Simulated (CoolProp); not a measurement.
A closed Brayton cycle with carbon dioxide: compressor inlet 329.15 K and 7.8 MPa, high pressure 21.5 MPa, turbine inlet 855 K, compressor efficiency 0.85, turbine efficiency 0.85, recuperator effectiveness 0 (on enthalpy, no pinch check). Each further row changes one setting.

Model: reference Helmholtz-energy equation of state, Span 1996, in CoolProp.

| case | thermal efficiency (%) | net work (kJ/kg) | compressor to turbine work | compressor exit (K) | turbine exit (K) |
|---|---|---|---|---|---|
| as stated | 13.0 | 73.2 | 0.44 | 419.3 | 738.2 |
| turbine inlet 805 K | 12.9 | 64.7 | 0.47 | 419.3 | 692.3 |
| compressor inlet 339.15 K | 12.5 | 67.6 | 0.48 | 433.8 | 738.2 |
| high pressure 18.3 MPa | 11.2 | 64.4 | 0.42 | 404.4 | 756.2 |
| recuperator effectiveness 0.5 | 19.2 | 73.2 | 0.44 | 419.3 | 738.2 |
